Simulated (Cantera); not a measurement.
Cantera run:

```python
import numpy as np
import cantera as ct

gas_names = """
    B BH BH2 BH3 BO BO2 B2 B2O B2O2 B2O3 B3O3H3 H HBO HBO2 HO2 H2 H2O H2O2 H3B3O6 O OH O2 O3
""".split()
cond_names = """
    B(b) B(L) B2O3(L) B3O3H3(cr) H2O(s) H2O(L)
""".split()


# ... load() reads the species with a 1 bar reference pressure and builds the phases ...
atoms = {
    'B2O3': {'B': 2, 'O': 3},
    'H2O': {'H': 2, 'O': 1},
}
top_T = {}  # K; cautious upper limits of use, not melting points


# ... equilibrate(T, P, feed) seeds the gas with the atoms and calls Mixture.equilibrate('TP', solver="vcs", rtol=1e-11, max_steps=5000) ...
results = []
feed = {'B2O3': 1, 'H2O': 0.06}  # mol
P = 13332.2  # Pa
for T in [900, 1050, 1200, 1350, 1500, 1650, 1800, 1950, 2100, 2250]:
    mix = equilibrate(T, P, feed)
    results.append((T, P, feed, dict(zip(mix.species_names, mix.species_moles))))

top = {s: max(r[3][s] / sum(r[3][g] for g in gas_names) for r in results) for s in gas_names}
cols = sorted((s for s in top if top[s] > 0.0001), key=lambda s: -top[s])[:5]
seen = [c for c in cond_names if any(r[3].get(c, 0) > 1e-12 for r in results)]
print("log10 of partial pressures in bar; condensed amounts in mol")
print(f"{'T/K':>10s}" + "".join(f"{s[:9]:>10s}" for s in cols + seen))
for T, P, feed, n in results:
    ng = sum(n[g] for g in gas_names)
    print(f"{T:10.4g}" + "".join(f"{np.log10(max(n[s] / ng * P / 1e5, 1e-99)):10.3f}" for s in cols)
          + "".join(f"{n.get(c, 0):10.4g}" for c in seen))
```

Result:

```
log10 of partial pressures in bar; condensed amounts in mol
       T/K       H2O      B2O3      HBO2    H3B3O6       BO2   B2O3(L)
       900    -0.883   -13.795    -6.039    -2.640   -14.784    0.9985
      1050    -0.879   -10.487    -4.589    -2.978   -11.667    0.9993
      1200    -0.878    -8.036    -3.519    -3.249    -9.344    0.9996
      1350    -0.883    -6.153    -2.702    -3.477    -7.548    0.9993
      1500    -0.905    -4.664    -2.068    -3.692    -6.123    0.9979
      1650    -0.973    -3.459    -1.581    -3.947    -4.974    0.9932
      1800    -1.146    -2.465    -1.239    -4.335    -4.048    0.9807
      1950    -1.562    -1.633    -1.089    -5.071    -3.340    0.9439
      2100    -3.674    -0.929    -1.844    -8.338    -3.188         0
      2250    -3.605    -0.934    -1.856    -9.235    -2.818         0
```

Method: chemical equilibrium by Gibbs-energy minimisation in Cantera with the NASA 1993 tables (ideal gas, pure condensed phases). Gases not in the tables: H3BO3.
